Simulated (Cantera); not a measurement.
**V₂O₅ + H₂ + N₂ (hydrogen reduction and annealing atmospheres)**

Feed: 1 mol V₂O₅, 2.7 mol H₂, 3.3 mol N₂, held at 0.00600 bar.

Cantera equilibrium calculation (NASA polynomials, part measured and part estimated; ideal gas, pure solids and liquids). Candidate condensed phases: H₂O, V, VN, VO, V₂O₃, V₂O₄, V₂O₅; 28 gas species. Condensed phases not in the tables: the oxides between V₂O₃ and V₂O₅ other than VO₂. The numbers say what is thermodynamically allowed, not how fast it happens.

```json
[
 {"T (K)": "948", "log p N₂": "-2.48", "log p H₂O": "-2.70", "log p VO₂": "<-14", "log p H₂": "-3.15", "log p H": "-10.86", "n V₂O₃(s)": "1.00"},
 {"T (K)": "1048", "log p N₂": "-2.48", "log p H₂O": "-2.70", "log p VO₂": "<-14", "log p H₂": "-3.15", "log p H": "-9.69", "n V₂O₃(s)": "1.00"},
 {"T (K)": "1148", "log p N₂": "-2.48", "log p H₂O": "-2.70", "log p VO₂": "-13.09", "log p H₂": "-3.15", "log p H": "-8.72", "n V₂O₃(s)": "1.00"},
 {"T (K)": "1248", "log p N₂": "-2.48", "log p H₂O": "-2.70", "log p VO₂": "-11.33", "log p H₂": "-3.15", "log p H": "-7.91", "n V₂O₃(s)": "1.00"},
 {"T (K)": "1348", "log p N₂": "-2.48", "log p H₂O": "-2.70", "log p VO₂": "-9.84", "log p H₂": "-3.15", "log p H": "-7.21", "n V₂O₃(s)": "1.00"},
 {"T (K)": "1448", "log p N₂": "-2.48", "log p H₂O": "-2.70", "log p VO₂": "-8.56", "log p H₂": "-3.15", "log p H": "-6.61", "n V₂O₃(s)": "1.000"},
 {"T (K)": "1548", "log p N₂": "-2.48", "log p H₂O": "-2.70", "log p VO₂": "-7.45", "log p H₂": "-3.16", "log p H": "-6.09", "n V₂O₃(s)": "1.000"},
 {"T (K)": "1648", "log p N₂": "-2.48", "log p H₂O": "-2.70", "log p VO₂": "-6.49", "log p H₂": "-3.16", "log p H": "-5.63", "n V₂O₃(s)": "1.000"},
 {"T (K)": "1748", "log p N₂": "-2.48", "log p H₂O": "-2.70", "log p VO₂": "-5.63", "log p H₂": "-3.16", "log p H": "-5.22", "n V₂O₃(s)": "0.999"},
 {"T (K)": "1848", "log p N₂": "-2.48", "log p H₂O": "-2.70", "log p VO₂": "-4.88", "log p H₂": "-3.16", "log p H": "-4.85", "n V₂O₃(s)": "0.993"},
 {"T (K)": "1948", "log p N₂": "-2.49", "log p H₂O": "-2.71", "log p VO₂": "-4.22", "log p H₂": "-3.15", "log p H": "-4.52", "n V₂O₃(s)": "0.969"},
 {"T (K)": "2048", "log p N₂": "-2.50", "log p H₂O": "-2.75", "log p VO₂": "-3.65", "log p H₂": "-3.12", "log p H": "-4.21", "n V₂O₃(s)": "0.882"},
 {"T (K)": "2148", "log p N₂": "-2.54", "log p H₂O": "-2.85", "log p VO₂": "-3.19", "log p H₂": "-3.05", "log p H": "-3.90", "n V₂O₃(s)": "0.633"},
 {"T (K)": "2248", "log p N₂": "-2.61", "log p H₂O": "-3.10", "log p VO₂": "-2.87", "log p H₂": "-2.96", "log p H": "-3.61", "n V₂O₃(s)": "0.0885"}
]
```
log p: log10 of the partial pressure in bar; n: condensed amount in mol.

From 948 K to 2248 K the condensed part is V₂O₃(s).
